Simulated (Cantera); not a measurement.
**Tantalum, niobium, vanadium and zirconium in process gases: Zr + N2O + N2**

Input: 1 mol Zr, a varied amount of N2O, 8 mol N2, held at 1123.15 K and 220000 Pa.

Equilibrium computed with Cantera from the NASA thermochemical tables; the gas is ideal and each condensed phase is pure. Candidate condensed phases: Zr, ZrN, ZrO2; 13 gas species. Mutual solubility and eutectic melting of coexisting phases are not modelled. ZrN: taken at fixed stoichiometry. Condensed phases not in the tables: solid solutions among these carbides, nitrides and lower oxides. Equilibrium is a limit: real reactors are often held back by kinetics, nucleation or transport.

```tsv
n(N2O) (mol)	x N2	x O2	x NO	x NO2	x N2O	n ZrN(s)	n ZrO2(monoclinic)
1.8	1.00	<1e-12	<1e-12	<1e-12	<1e-12	0.100	0.900
2.1	0.995	0.00492	1.80e-5	1.03e-7	2.21e-9	0	1.00
2.4	0.981	0.0189	3.49e-5	3.91e-7	4.27e-9	0	1.00
2.8	0.964	0.0357	4.76e-5	7.33e-7	5.78e-9	0	1.00
3.3	0.946	0.0544	5.82e-5	1.11e-6	6.99e-9	0	1.00
3.8	0.929	0.0708	6.59e-5	1.43e-6	7.84e-9	0	1.00
4.4	0.912	0.0882	7.28e-5	1.76e-6	8.59e-9	0	1.00
5.1	0.894	0.106	7.90e-5	2.09e-6	9.22e-9	0	1.00
6	0.875	0.125	8.49e-5	2.45e-6	9.81e-9	0	1.00
7	0.857	0.143	8.98e-5	2.77e-6	1.03e-8	0	1.00
8.1	0.841	0.159	9.39e-5	3.06e-6	1.06e-8	0	1.00
```
x: gas mole fraction; n: condensed amount in mol.

At 1.8 mol N2O the condensed part is ZrN(s) + ZrO2(monoclinic). From 2.1 mol N2O to 8.1 mol N2O the condensed part is ZrO2(monoclinic).
